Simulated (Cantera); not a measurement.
A Cantera script and its output.

```python
import numpy as np
import cantera as ct

gas = ct.Solution("gri30.yaml")
gas.TPX = 1075, 1700000, {'CH4': 1, 'O2': 1.82, 'N2': 6.84}
reactor = ct.IdealGasConstPressureReactor(gas, energy="on", clone=False)
net = ct.ReactorNet([reactor])
net.rtol, net.atol = 1e-08, 1e-16
show = ['CH4', 'O2', 'CO2', 'N2O', 'H2O2']
times = np.geomspace(9e-06, 0.7, 14)

steps = ct.SolutionArray(gas, extra=["t"])
rows = []
print(f"{'t/s':>10s}{'T/K':>9s}{'P/Pa':>11s}" + "".join(f"{s:>11s}" for s in show))
for t in times:
    while net.time < t:
        t_next = net.step()
        steps.append(gas.state, t=t_next)
    rows.append([np.interp(t, steps.t, y) for y in (steps.T, steps.P, *steps(*show).X.T)])
    print(f"{t:10.3e}{rows[-1][0]:9.1f}{rows[-1][1]:11.4g}" + "".join(f"{x:11.3e}" for x in rows[-1][2:]))
rate = np.gradient(steps.T, steps.t)
print("integrator steps:", len(steps.t))
if steps.T.max() > steps.T[0] + 200:
    print(f"time of steepest temperature rise: {steps.t[rate.argmax()]:.4e} s")
gas.TPX = 1075, 1700000, {'CH4': 1, 'O2': 1.82, 'N2': 6.84}
gas.equilibrate("HP")
print(f"equilibrium (HP): T = {gas.T:.1f} K  " + "  ".join(f"{s} {gas[s].X[0]:.3e}" for s in show))
```

It prints:

```
       t/s      T/K       P/Pa        CH4         O2        CO2        N2O       H2O2
 9.000e-06   1075.0    1.7e+06  1.035e-01  1.884e-01  1.335e-16  7.525e-16  1.347e-10
 2.140e-05   1075.0    1.7e+06  1.035e-01  1.884e-01  1.890e-15  4.095e-15  7.377e-10
 5.090e-05   1075.0    1.7e+06  1.035e-01  1.884e-01  2.871e-14  2.245e-14  3.881e-09
 1.210e-04   1075.0    1.7e+06  1.035e-01  1.884e-01  5.108e-13  1.219e-13  1.864e-08
 2.878e-04   1075.0    1.7e+06  1.035e-01  1.884e-01  1.125e-11  6.406e-13  7.315e-08
 6.844e-04   1075.0    1.7e+06  1.035e-01  1.884e-01  1.909e-10  3.062e-12  1.960e-07
 1.628e-03   1075.1    1.7e+06  1.035e-01  1.884e-01  1.287e-09  1.195e-11  3.497e-07
 3.871e-03   1075.5    1.7e+06  1.034e-01  1.883e-01  8.520e-09  4.665e-11  7.599e-07
 9.204e-03   1079.0    1.7e+06  1.029e-01  1.879e-01  3.282e-07  2.799e-10  4.413e-06
 2.189e-02   2723.6    1.7e+06  1.870e-13  2.710e-03  6.665e-02  7.548e-07  4.321e-07
 5.205e-02   2723.6    1.7e+06  1.870e-13  2.710e-03  6.665e-02  7.548e-07  4.321e-07
 1.238e-01   2723.6    1.7e+06  1.870e-13  2.710e-03  6.665e-02  7.548e-07  4.321e-07
 2.944e-01   2723.6    1.7e+06  1.870e-13  2.710e-03  6.665e-02  7.548e-07  4.321e-07
 7.000e-01   2723.6    1.7e+06  1.870e-13  2.710e-03  6.665e-02  7.548e-07  4.321e-07
integrator steps: 2533
time of steepest temperature rise: 1.4369e-02 s
equilibrium (HP): T = 2723.6 K  CH4 2.222e-13  O2 2.710e-03  CO2 6.665e-02  N2O 7.548e-07  H2O2 4.321e-07
```

Model: GRI-Mech 3.0 (53 species, 325 reactions), integrated in Cantera. The pressure lies above the range GRI-Mech 3.0 was tuned for (to about 10 atm).
